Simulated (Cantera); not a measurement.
**Si + HCl + H2 (chlorosilane synthesis and conversion)**

Input: 1 mol Si, 1 mol HCl, 5.6 mol H2, equilibrated at 750 Torr.

Method: chemical equilibrium by Gibbs-energy minimisation in Cantera with the NASA 1993 tables (ideal gas, pure condensed phases). Candidate condensed phases: Si; 19 gas species. The tables' values for SiCl3 are old estimates; treat these amounts as uncertain. Rates play no part.

```json
[
 {"T (°C)": "602", "x H2": "0.953", "x HCl": "0.00243", "x SiCl4": "0.0232", "x SiHCl3": "0.0199", "x SiH2Cl2": "0.00156", "x SiCl3": "5.63e-5", "x SiCl2": "7.90e-6", "n Si(s)": "0.717"},
 {"T (°C)": "627", "x H2": "0.952", "x HCl": "0.00318", "x SiCl4": "0.0231", "x SiHCl3": "0.0197", "x SiH2Cl2": "0.00158", "x SiCl3": "8.38e-5", "x SiCl2": "1.45e-5", "n Si(s)": "0.719"},
 {"T (°C)": "652", "x H2": "0.952", "x HCl": "0.00411", "x SiCl4": "0.0231", "x SiHCl3": "0.0194", "x SiH2Cl2": "0.00160", "x SiCl3": "0.000122", "x SiCl2": "2.56e-5", "n Si(s)": "0.720"},
 {"T (°C)": "677", "x H2": "0.951", "x HCl": "0.00522", "x SiCl4": "0.0229", "x SiHCl3": "0.0191", "x SiH2Cl2": "0.00162", "x SiCl3": "0.000173", "x SiCl2": "4.38e-5", "n Si(s)": "0.722"},
 {"T (°C)": "702", "x H2": "0.950", "x HCl": "0.00655", "x SiCl4": "0.0227", "x SiHCl3": "0.0188", "x SiH2Cl2": "0.00164", "x SiCl3": "0.000242", "x SiCl2": "7.29e-5", "n Si(s)": "0.725"},
 {"T (°C)": "727", "x H2": "0.949", "x HCl": "0.00811", "x SiCl4": "0.0225", "x SiHCl3": "0.0185", "x SiH2Cl2": "0.00165", "x SiCl3": "0.000331", "x SiCl2": "0.000118", "n Si(s)": "0.727"},
 {"T (°C)": "752", "x H2": "0.947", "x HCl": "0.00993", "x SiCl4": "0.0221", "x SiHCl3": "0.0181", "x SiH2Cl2": "0.00165", "x SiCl3": "0.000444", "x SiCl2": "0.000186", "n Si(s)": "0.730"},
 {"T (°C)": "777", "x H2": "0.946", "x HCl": "0.0120", "x SiCl4": "0.0217", "x SiHCl3": "0.0177", "x SiH2Cl2": "0.00165", "x SiCl3": "0.000585", "x SiCl2": "0.000286", "n Si(s)": "0.734"},
 {"T (°C)": "802", "x H2": "0.944", "x HCl": "0.0144", "x SiCl4": "0.0212", "x SiHCl3": "0.0173", "x SiH2Cl2": "0.00165", "x SiCl3": "0.000759", "x SiCl2": "0.000429", "n Si(s)": "0.737"},
 {"T (°C)": "827", "x H2": "0.942", "x HCl": "0.0171", "x SiCl4": "0.0206", "x SiHCl3": "0.0168", "x SiH2Cl2": "0.00164", "x SiCl3": "0.000967", "x SiCl2": "0.000631", "n Si(s)": "0.742"},
 {"T (°C)": "852", "x H2": "0.940", "x HCl": "0.0201", "x SiCl4": "0.0200", "x SiHCl3": "0.0162", "x SiH2Cl2": "0.00162", "x SiCl3": "0.00121", "x SiCl2": "0.000907", "n Si(s)": "0.746"},
 {"T (°C)": "877", "x H2": "0.937", "x HCl": "0.0233", "x SiCl4": "0.0192", "x SiHCl3": "0.0156", "x SiH2Cl2": "0.00160", "x SiCl3": "0.00150", "x SiCl2": "0.00128", "n Si(s)": "0.751"}
]
```
x: gas mole fraction; n: condensed amount in mol.

From 602 °C to 877 °C the condensed part is Si(s). The main Si-bearing gas is SiCl4 throughout. The share of Si in condensed phases is highest at 877 °C (75.1 %) and lowest at 602 °C (71.7 %).
